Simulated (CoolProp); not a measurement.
Aqueous potassium carbonate as a coolant, at 21 °C, 1 atm.

Values from CoolProp's Melinder's fits for secondary coolants.

```json
[
 {"mass %": "4.2", "freezing point (°C)": "-1.4", "viscosity (mPa s)": "1.07", "Prandtl number": "7.08", "density (kg/m³)": "1036", "conductivity (W/(m K))": "0.596"},
 {"mass %": "7.8", "freezing point (°C)": "-2.7", "viscosity (mPa s)": "1.17", "Prandtl number": "7.47", "density (kg/m³)": "1070", "conductivity (W/(m K))": "0.593"},
 {"mass %": "11.5", "freezing point (°C)": "-4.3", "viscosity (mPa s)": "1.29", "Prandtl number": "7.99", "density (kg/m³)": "1105", "conductivity (W/(m K))": "0.589"},
 {"mass %": "15.1", "freezing point (°C)": "-5.9", "viscosity (mPa s)": "1.44", "Prandtl number": "(withheld)", "density (kg/m³)": "(withheld)", "conductivity (W/(m K))": "(withheld)"},
 {"mass %": "18.7", "freezing point (°C)": "-8.0", "viscosity (mPa s)": "1.61", "Prandtl number": "9.29", "density (kg/m³)": "1176", "conductivity (W/(m K))": "0.582"},
 {"mass %": "22.4", "freezing point (°C)": "-10.5", "viscosity (mPa s)": "1.83", "Prandtl number": "10.2", "density (kg/m³)": "1215", "conductivity (W/(m K))": "(withheld)"},
 {"mass %": "26", "freezing point (°C)": "-13.8", "viscosity (mPa s)": "2.10", "Prandtl number": "(withheld)", "density (kg/m³)": "(withheld)", "conductivity (W/(m K))": "0.575"},
 {"mass %": "29.6", "freezing point (°C)": "-18.1", "viscosity (mPa s)": "2.45", "Prandtl number": "12.8", "density (kg/m³)": "(withheld)", "conductivity (W/(m K))": "(withheld)"}
]
```

What belongs in the gaps?


- 15.1, Prandtl number: 8.59
- 15.1, density (kg/m³): 1140
- 15.1, conductivity (W/(m K)): 0.585
- 22.4, conductivity (W/(m K)): 0.578
- 26, Prandtl number: 11.3
- 26, density (kg/m³): 1254
- 29.6, density (kg/m³): 1294
- 29.6, conductivity (W/(m K)): 0.571
